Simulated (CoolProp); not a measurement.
Vapour-liquid equilibrium of R152A (1) + R113 (2) at 260.3 K; x and y are mole fractions of (1).

Values from CoolProp's multi-fluid Helmholtz-energy mixture model, Outcalt 1996 and Marx 1992; pair parameters Bell 2016.

**Question.** Give the bubble pressure and the first vapour's composition at x = 0.2, 0.35, 0.65. Is there an azeotrope?

**Answer.** x = 0.2: 0.07218 MPa, y = 0.907; x = 0.35: 0.09987 MPa, y = 0.940; x = 0.65: 0.1283 MPa, y = 0.963. No azeotrope shows between x = 0.05 and 0.95.

The pair parameters rest on a limited set of measurements; away from them the model extrapolates. With so large a gap from Raoult's law the liquid may split in two, which this calculation doesn't test in full.
